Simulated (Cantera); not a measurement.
A freely propagating, adiabatic, planar premixed flame of CH3OH : O2 : N2 = 1 : 1.5 : 5.64 (molar parts), equivalence ratio 1.0, unburnt at 425 K and 800000 Pa; mixture-averaged transport, grid criteria slope 0.08 and curve 0.16, no radiation.

Model: GRI-Mech 3.0 (53 species, 325 reactions), integrated in Cantera. GRI-Mech 3.0 was tuned for natural gas; its chemistry of methanol as a main component is partial and can be far from experiment. Burning velocities carry a grid error of a few per cent, more on coarse grids.

Task: What does this change do: 0.24 parts CO2 added?

Result: 
```json
[
 {"quantity": "laminar burning velocity", "before": "41.1 cm/s", "after": "34.5 cm/s"},
 {"quantity": "thermal thickness", "before": "0.0643 mm", "after": "0.0732 mm"},
 {"quantity": "peak x(CO)", "before": "0.0575", "after": "0.0547"},
 {"quantity": "peak x(H2O2)", "before": "0.000997", "after": "0.000891"},
 {"quantity": "peak x(HO2)", "before": "0.00179", "after": "0.00156"},
 {"quantity": "peak x(HCN)", "before": "8.59e-8", "after": "5.95e-8"}
]
```

Task: What does this change do: N2 5.64 to 4.5 parts?

Result: 
```tsv
quantity	before	after
laminar burning velocity	41.1 cm/s	59.2 cm/s
thermal thickness	0.0643 mm	0.0481 mm
peak x(CO)	0.0575	0.0719
peak x(H2O2)	0.000997	0.00129
peak x(HO2)	0.00179	0.00250
peak x(HCN)	8.59e-8	1.28e-7
```
